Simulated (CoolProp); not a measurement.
Model: reference Helmholtz-energy equation of state, Lemmon 2006, in CoolProp. It is a short technical equation, of lower accuracy than the large ones.

Problem. For R141b, give the phase and the cv (kJ/(kg K)) at 357.1 K and 1.01 bar.

Solution. 
- 357.1 K and 1.01 bar: gas; cv 0.774
